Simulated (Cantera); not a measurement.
# Equilibrium for silicon oxide and oxynitride deposition: TEOS + N2O

Feed: 1 mol TEOS, 0.45 mol N2O, held at 0.133 bar.

Method: chemical equilibrium by Gibbs-energy minimisation in Cantera with the NASA 1993 tables (ideal gas, pure condensed phases). Candidate condensed phases: C, C6H6, C7H8, C8H18, H2O, Si, SiC, SiO2, Si2N2O, Si3N4; 151 gas species. The feed counts by its element totals alone. Mutual solubility and eutectic melting of coexisting phases are not modelled. The tables hold silica as quartz up to 1696 K and as liquid above; real silica turns to tridymite and cristobalite and melts near 1996 K. Equilibrium is a limit: real reactors are often held back by kinetics, nucleation or transport.

```tsv
T (K)	x H2	x CH4	x CO	x H2O	x N2	x CO2	n C(graphite)	n SiO2(α-quartz)	n SiO2(β-quartz)	n Si2N2O(s)	n SiC(s)
600	0.188	0.443	0.000557	0.284	0.0610	0.0239	4.56	1.00	0	0	0
750	0.588	0.147	0.0223	0.159	0.0468	0.0369	6.02	1.00	0	0	0
900	0.750	0.0234	0.140	0.0341	0.0374	0.0146	5.85	0	1.00	0	0
1050	0.770	0.00452	0.186	0.00347	0.0352	0.000988	5.55	0	1.00	0	0
1200	0.774	0.00126	0.190	0.000507	0.0349	9.06e-5	5.54	0	1.00	0	0
1350	0.775	0.000461	0.190	0.000112	0.0349	1.40e-5	5.54	0	1.000	0	0
1500	0.729	0.000182	0.266	4.45e-5	0.00372	6.27e-6	4.35	0	0.200	0.399	0
1650	0.671	7.97e-5	0.298	1.71e-5	0.0300	2.37e-6	2.57	0	0	0	0.985
1800	0.670	4.60e-5	0.297	7.56e-6	0.0297	8.77e-7	2.58	0	0	0	0.975
1950	0.668	2.89e-5	0.296	3.79e-6	0.0293	3.81e-7	2.59	0	0	0	0.963
2100	0.663	1.93e-5	0.294	2.09e-6	0.0285	1.87e-7	2.58	0	0	0	0.947
```
x: gas mole fraction; n: condensed amount in mol.

From 600 K to 750 K the condensed part is C(graphite) + SiO2(α-quartz). From 900 K to 1350 K the condensed part is C(graphite) + SiO2(β-quartz). At 1500 K the condensed part is C(graphite) + SiO2(β-quartz) + Si2N2O(s). From 1650 K to 2100 K the condensed part is C(graphite) + SiC(s).
